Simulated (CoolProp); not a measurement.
Dodecamethylpentasiloxane (MD3M) along the isotherm 620 K: fugacity coefficient from the reference equation and from simpler models built on Tc = 628.0 K, pc = 954.0 kPa, ω = 0.730; each cubic takes its own stable root.

Computed with CoolProp (reference Helmholtz-energy equation of state, Thol 2019).

```csv
p (kPa),phase,reference
954,liquid,0.6025
1910,liquid,0.3504
2860,liquid,0.2690
3820,liquid,0.2304
4770,liquid,0.2101
5720,liquid,0.1988
6680,liquid,0.1930
7630,liquid,0.1909
8590,liquid,0.1915
9540,liquid,0.1942
```

Q: How far does each simpler model (van der Waals, Redlich-Kwong, Soave-Redlich-Kwong, Peng-Robinson) lie from the reference over these 10 states: mean and median of the absolute difference, and the worst?

A: 
- van der Waals: mean 49.7 %, median 49.6 %, worst +86.5 % at 620 K and 9540 kPa
- Redlich-Kwong: mean 16.3 %, median 17.4 %, worst +22.3 % at 620 K and 9540 kPa
- Soave-Redlich-Kwong: mean 12.7 %, median 13.7 %, worst +18.1 % at 620 K and 9540 kPa
- Peng-Robinson: mean 1.4 %, median 1.6 %, worst +2.4 % at 620 K and 3820 kPa
